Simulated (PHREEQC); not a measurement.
# Copper plating or etch bath

Make-up at 20 °C: 0.25 mol CuCl2, 8.9e-05 mol HNO3 and 0.0033 mol NaCl per kg of water. Closed to the air; pH follows from the charge balance.

Model: ion-association model, wateq4f.dat, run in PHREEQC.

```yaml
pH: 4.00
ionic_strength: 0.654 mol/kgw
activity_of_water: 0.988
total_alkalinity: -0.0890 meq/kg
```

| species | molality | activity | log γ |
|---|---|---|---|
| Cl- | 0.452 | 0.284 | -0.202 |
| Cu+2 | 0.202 | 0.0472 | -0.632 |
| CuCl+ | 0.0444 | 0.0281 | -0.199 |
| CuCl2 | 0.00348 | 0.00405 | 0.065 |
| Na+ | 0.00330 | 0.00234 | -0.149 |
| H+ | 0.000133 | 0.000101 | -0.121 |
| NO3- | 8.90e-5 | 5.27e-5 | -0.228 |
| Cu2(OH)2+2 | 1.82e-5 | 5.67e-6 | -0.508 |
| CuOH+ | 7.32e-6 | 4.63e-6 | -0.199 |
| CuCl3- | 5.88e-6 | 3.72e-6 | -0.199 |
| Cu(OH)2 | 8.17e-8 | 9.50e-8 | 0.065 |
| CuCl4-2 | 2.38e-8 | 4.70e-9 | -0.704 |

Precipitation was switched off in this run. Saturation is exceeded, for instance for Atacamite; the values hold only as long as no solid forms.
